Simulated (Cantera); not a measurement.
Cantera run:

```python
import numpy as np
import cantera as ct

gas_names = """
    Fe FeO Fe(OH)2 H HO2 H2 H2O H2O2 O OH O2 O3
""".split()
cond_names = """
    Fe(a) Fe(c) Fe(d) Fe(L) FeO(s) FeO(L) Fe(OH)2(s) Fe(OH)3(s) Fe2O3(s) Fe3O4(s) H2O(s) H2O(L)
""".split()


def load(file, names, dense=False):
    # The tables refer to 1 bar. Condensed volumes are neglected.
    table = {s.name: s for s in ct.Species.list_from_file(file)}
    out = []
    for n in names:
        d = dict(table[n].input_data)
        d["thermo"] = dict(d["thermo"], **{"reference-pressure": 1e5})
        if dense:
            d["equation-of-state"] = {"model": "constant-volume", "density": "1e6 g/cm^3"}
        out.append(ct.Species.from_dict(d))
    return out


gas = ct.Solution(thermo="ideal-gas", species=load("nasa_gas.yaml", gas_names))
cond = {s.name: ct.Solution(thermo="fixed-stoichiometry", species=[s], name=s.name)
        for s in load("nasa_condensed.yaml", cond_names, dense=True)}
atoms = {
    'Fe3O4': {'Fe': 3, 'O': 4},
    'H2': {'H': 2},
    'H2O': {'H': 2, 'O': 1},
}
top_T = {'Fe2O3(s)': 1830, 'Fe3O4(s)': 1870}  # K; cautious upper limits of use, not melting points


def equilibrate(T, P, feed):
    n = {}
    for name, mol in feed.items():
        for a, k in atoms[name].items():
            n[a] = n.get(a, 0.0) + k * mol
    gas.TPX = T, P, n
    mass = sum(n.values()) * gas.mean_molecular_weight
    gas.equilibrate("TP")
    valid = [c for c in cond.values() if c.min_temp <= T <= top_T.get(c.name, c.max_temp)]
    mix = ct.Mixture([(gas, mass / gas.mean_molecular_weight)] + [(c, 0.0) for c in valid])
    mix.T, mix.P = T, P
    mix.equilibrate("TP", solver="vcs", rtol=1e-11, max_steps=5000)
    return mix


results = []
feed = {'Fe3O4': 1, 'H2': 3.4, 'H2O': 0.054}  # mol
T = 2200  # K
P = 10000  # Pa
mix = equilibrate(T, P, feed)
results.append((T, P, feed, dict(zip(mix.species_names, mix.species_moles))))
print(gas.report(threshold=1e-06))
for i in range(1, mix.n_phases):
    print(f"{mix.phase(i).name:16s} {mix.phase_moles(i):12.5e} mol")
```

Result:

```
       temperature   2200 K
          pressure   10000 Pa
           density   0.0047121 kg/m^3
  mean mol. weight   8.6193 kg/kmol
   phase of matter   gas

                          1 kg             1 kmol
                     ---------------   ---------------
          enthalpy        4.2093e+05        3.6282e+06  J
   internal energy       -1.7013e+06       -1.4664e+07  J
           entropy             28235        2.4337e+05  J/K
    Gibbs function       -6.1696e+07       -5.3178e+08  J
 heat capacity c_p            4662.4             40187  J/K
 heat capacity c_v            3697.8             31872  J/K

                      mass frac. Y      mole frac. X     chem. pot. / RT
                     ---------------   ---------------   ---------------
                Fe           0.17226          0.026587            -8.211
               FeO         0.0034258          0.000411           -30.231
           Fe(OH)2         0.0029554        0.00028348           -74.791
                 H         0.0016632          0.014222            -11.27
                H2           0.14913           0.63761           -22.541
               H2O           0.66856           0.31987           -44.561
                 O        2.8729e-05        1.5477e-05            -22.02
                OH         0.0019645         0.0009956            -33.29
                O2        1.2159e-05        3.2753e-06           -44.039
     [   +3 minor]        8.1886e-09        2.1189e-09

Fe(L)             0.00000e+00 mol
FeO(L)            2.90239e+00 mol
```

Equilibrium computed with Cantera from the NASA thermochemical tables; the gas is ideal and each condensed phase is pure. The tables' stoichiometric FeO is somewhat more stable than real wüstite, so its field is too wide. FeO: taken at fixed stoichiometry.
